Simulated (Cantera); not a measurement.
A closed system holds: 1 mol PH₃, a varied amount of O₂, at 2800 °C and 1.20 bar.

Cantera equilibrium calculation (NASA polynomials, part measured and part estimated; ideal gas, pure solids and liquids). Candidate condensed phases: H₂O, P, P₄O₁₀; 17 gas species. Gases not in the tables: HPO₂, HPO₃ and P₄O₆. Rates play no part.

Q: At 0.41 mol O₂, list the 5 most abundant gas species with their mole fractions, and the condensed phases.

A: H₂ 0.486, PO 0.243, H 0.125, P₂ 0.0586, H₂O 0.0449. Condensed: gas only.
